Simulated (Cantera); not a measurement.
A perfectly stirred reactor is fed with CH4 : O2 : N2 = 1 : 4.55 : 20 (molar parts), at 2.86 atm; it is adiabatic with a 575 K inlet, and is followed from long to short residence time, starting on the burning branch (τ in s: 0.11, 0.043, 0.017, 0.0066, 0.0026, 0.001, 0.0004, 0.00015, 6.1e-05, 2.4e-05, 9.3e-06, 3.6e-06).

Computed with Cantera and GRI-Mech 3.0 (53 species, 325 reactions).

Problem. What does this change do: O2 4.55 to 7.2 parts?

Solution. 
```
quantity                                                                      before                               after
------------------------------------------------  ----------------------------------  ----------------------------------
blow-out, bracketed by the residence times tried  burning at 2.60 ms, out at 1.00 ms  burning at 17.0 ms, out at 6.60 ms
x(CH4) at τ = 0.110 s                                                        2.38e-5                             4.76e-5
x(O2) at τ = 0.110 s                                                          0.0999                               0.185
x(CH2) at τ = 0.110 s                                                        7.25e-9                             2.52e-9
x(OH) at τ = 0.110 s                                                        0.000158                             7.82e-5
x(CH2CO) at τ = 0.110 s                                                      2.68e-8                             1.28e-7
x(CH4) at τ = 0.400 ms                                                        0.0391                              0.0355
x(O2) at τ = 0.400 ms                                                          0.178                               0.255
x(CH2) at τ = 0.400 ms                                                        <1e-12                              <1e-12
x(OH) at τ = 0.400 ms                                                         <1e-12                              <1e-12
x(CH2CO) at τ = 0.400 ms                                                      <1e-12                              <1e-12
```
